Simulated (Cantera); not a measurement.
A perfectly stirred reactor is fed with CH4 : C2H6 : C3H8 : O2 : N2 = 1 : 0.19 : 0.36 : 4.91 : 18.4 (molar parts), at 5.00 bar; it is adiabatic with a 400 K inlet, and is followed from long to short residence time, starting on the burning branch (τ in s: 0.024, 0.012, 0.0055, 0.0026, 0.0012, 0.00059, 0.00028, 0.00013, 6.4e-05).

Model: GRI-Mech 3.0 (53 species, 325 reactions), integrated in Cantera. GRI-Mech 3.0 was tuned for natural gas; its chemistry of propane as a main component is partial and can be far from experiment.

**Question.** What does this change do: 0.67 parts H2 added?

**Answer.** 
```
quantity                                                                          before                                   after
------------------------------------------------  --------------------------------------  --------------------------------------
blow-out, bracketed by the residence times tried  burning at 64.0 µs, the shortest tried  burning at 64.0 µs, the shortest tried
x(CH4) at τ = 24.0 ms                                                            2.05e-6                                 1.82e-6
x(C2H6) at τ = 24.0 ms                                                           4.31e-8                                 3.00e-8
x(C3H8) at τ = 24.0 ms                                                           9.42e-8                                 6.89e-8
x(NO) at τ = 24.0 ms                                                             0.00109                                 0.00142
x(OH) at τ = 24.0 ms                                                             0.00302                                 0.00344
x(CH4) at τ = 1.20 ms                                                            2.18e-5                                 1.90e-5
x(C2H6) at τ = 1.20 ms                                                           7.15e-7                                 5.39e-7
x(C3H8) at τ = 1.20 ms                                                           1.41e-6                                 1.06e-6
x(NO) at τ = 1.20 ms                                                            0.000255                                0.000406
x(OH) at τ = 1.20 ms                                                             0.00452                                 0.00502
```
